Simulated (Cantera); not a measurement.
A closed system holds: 1 mol SiC, 4.5 mol N2O, 6.7 mol H2, equilibrated at 1698 K and 260 Pa.

Method: chemical equilibrium by Gibbs-energy minimisation in Cantera with the NASA 1993 tables (ideal gas, pure condensed phases). Candidate condensed phases: C, C6H6, C7H8, C8H18, H2O, Si, SiC, SiO2, Si2N2O, Si3N4; 151 gas species. The tables hold silica as quartz up to 1696 K and as liquid above; real silica turns to tridymite and cristobalite and melts near 1996 K. Kinetics and transport are ignored.

### Question
What is the equilibrium state?

### Answer
| Quantity | Value |
|---|---|
| x(H2) | 0.430 |
| x(N2) | 0.368 |
| x(H2O) | 0.117 |
| x(CO) | 0.0758 |
| x(CO2) | 0.00605 |
| x(H) | 0.00186 |
| x(SiO) | 0.000374 |
| x(OH) | 2.60e-5 |
| n(SiO2(condensed)) | 0.995 mol |
| gas amount | 12.22 mol |
| log10 activity of C(graphite) (absent) | -6.45 |
| log10 activity of Si(l) (absent) | -8.20 |
